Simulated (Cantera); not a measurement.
Charge: 1 mol C₂H₆, 91 mol H₂, held at 2.00 mbar.

Cantera equilibrium calculation (NASA polynomials, part measured and part estimated; ideal gas, pure solids and liquids). Candidate condensed phases: C, C₆H₆, C₇H₈, C₈H₁₈; 76 gas species. Kinetics and transport are ignored.

Question: At 1923 K, list the 3 most abundant gas species with their mole fractions, and the condensed phases.

Answer: H₂ 0.979, H 0.0208, C₂H₂ (acetylene) 0.000442. Condensed: C(graphite).
